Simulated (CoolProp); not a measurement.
Properties of hexamethyldisiloxane (MM) along the isobar 17.8 bar.

Values from CoolProp's reference Helmholtz-energy equation of state, Thol 2016.

```tsv
T (°C)	phase	cv (kJ/(kg K))	speed of sound (m/s)	Joule-Thomson coefficient (K/MPa)	isothermal compressibility (1/MPa)	expansivity (1/kK)
30.25	liquid	1.555	872.9	-0.4037	0.002130	1.373
44.45	liquid	1.589	824.7	-0.3793	0.002427	1.424
58.75	liquid	1.625	777.1	-0.3520	0.002784	1.482
72.95	liquid	1.661	730.6	-0.3217	0.003211	1.550
87.25	liquid	1.698	684.3	-0.2869	0.003738	1.631
101.55	liquid	1.734	638.4	-0.2467	0.004395	1.726
115.75	liquid	1.770	593.0	-0.1996	0.005222	1.841
130.05	liquid	1.806	547.2	-0.1421	0.006304	1.982
144.25	liquid	1.841	501.5	-0.07107	0.007743	2.157
158.55	liquid	1.877	454.7	0.02135	0.009758	2.385
172.85	liquid	1.913	406.8	0.1465	0.01271	2.693
187.05	liquid	1.948	357.3	0.3255	0.01731	3.130
201.35	liquid	1.986	304.4	0.6115	0.02545	3.824
215.55	liquid	2.025	246.1	1.142	0.04267	5.119
229.85	liquid	2.072	174.6	2.589	0.1015	8.853
```
